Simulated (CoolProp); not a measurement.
Values from CoolProp's reference Helmholtz-energy equation of state, Lemmon 2006. It is a short technical equation, of lower accuracy than the large ones.

Problem. For CH3F (R41), give the phase and the cp (kJ/(kg K)), cv (kJ/(kg K)) at 131.05 °C and 0.609 MPa.

Solution. 
- 131.05 °C and 0.609 MPa: gas; cp 1.34, cv 1.07
